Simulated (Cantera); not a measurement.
An isothermal, constant-pressure homogeneous reactor starts with N2O : H2O = 1 : 0.0085 (molar parts), at 1025 K and 10.00 Torr. Integrator tolerance rtol = 1e-08.

Cantera simulation using GRI-Mech 3.0 (53 species, 325 reactions); the numbers are that mechanism's predictions, not measurements. GRI-Mech 3.0 was tuned for natural gas; its chemistry of N2O as a main component is partial and can be far from experiment. Radical loss at walls, strong at low pressure, is not modelled. The mechanism lacks the step 2 NO + O2 → 2 NO2, which can matter for NO2 below about 1400 K. The temperature is held fixed by assumption; the heat of reaction is taken as removed at once.

Q: What does this change do: temperature 1025 to 1573 K?

A: 
```tsv
quantity	before	after
x(N2O) at 30.0 s	0.984 (gas-phase equilibrium 4.02e-10)	6.86e-6 (gas-phase equilibrium 1.26e-8)
x(H2O) at 30.0 s	0.00841 (gas-phase equilibrium 0.00563)	0.00558 (gas-phase equilibrium 0.00558)
x(NO2) at 30.0 s	7.55e-5 (gas-phase equilibrium 3.11e-7)	9.00e-5 (gas-phase equilibrium 1.24e-6)
x(OH) at 30.0 s	6.19e-7 (gas-phase equilibrium 1.45e-7)	0.000105 (gas-phase equilibrium 0.000112)
x(H2O2) at 30.0 s	1.30e-9 (gas-phase equilibrium 1.44e-12)	1.01e-10 (gas-phase equilibrium 1.15e-10)
x(NO) at 30.0 s	0.000156 (gas-phase equilibrium 4.74e-5)	0.168 (gas-phase equilibrium 0.00199)
x(HO2) at 30.0 s	1.39e-7 (gas-phase equilibrium 1.56e-10)	2.89e-8 (gas-phase equilibrium 3.60e-8)
```
